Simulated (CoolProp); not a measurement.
Properties of CH3F (R41) along the isotherm 425 K.

The numbers come from the reference Helmholtz-energy equation of state, Lemmon 2006 in CoolProp. It is a short technical equation, of lower accuracy than the large ones.

```json
[
 {"p (bar)": "1.87", "phase": "gas", "density (kg/m³)": "1.809", "cv (kJ/(kg K))": "1.109", "isothermal compressibility (1/MPa)": "5.373", "fugacity coefficient": "0.9953"},
 {"p (bar)": "3.84", "phase": "gas", "density (kg/m³)": "3.734", "cv (kJ/(kg K))": "1.111", "isothermal compressibility (1/MPa)": "2.629", "fugacity coefficient": "0.9904"},
 {"p (bar)": "7.88", "phase": "gas", "density (kg/m³)": "7.742", "cv (kJ/(kg K))": "1.116", "isothermal compressibility (1/MPa)": "1.294", "fugacity coefficient": "0.9805"},
 {"p (bar)": "16.2", "phase": "gas", "density (kg/m³)": "16.26", "cv (kJ/(kg K))": "1.127", "isothermal compressibility (1/MPa)": "0.6431", "fugacity coefficient": "0.9604"},
 {"p (bar)": "33.2", "phase": "gas", "density (kg/m³)": "34.83", "cv (kJ/(kg K))": "1.149", "isothermal compressibility (1/MPa)": "0.3277", "fugacity coefficient": "0.9207"},
 {"p (bar)": "68.2", "phase": "supercritical", "density (kg/m³)": "78.67", "cv (kJ/(kg K))": "1.196", "isothermal compressibility (1/MPa)": "0.1741", "fugacity coefficient": "0.8451"},
 {"p (bar)": "140", "phase": "supercritical", "density (kg/m³)": "194.0", "cv (kJ/(kg K))": "1.275", "isothermal compressibility (1/MPa)": "0.09230", "fugacity coefficient": "0.7155"},
 {"p (bar)": "288", "phase": "supercritical", "density (kg/m³)": "412.1", "cv (kJ/(kg K))": "1.306", "isothermal compressibility (1/MPa)": "0.02388", "fugacity coefficient": "0.5589"},
 {"p (bar)": "591", "phase": "supercritical", "density (kg/m³)": "580.0", "cv (kJ/(kg K))": "1.313", "isothermal compressibility (1/MPa)": "0.005796", "fugacity coefficient": "0.4846"}
]
```
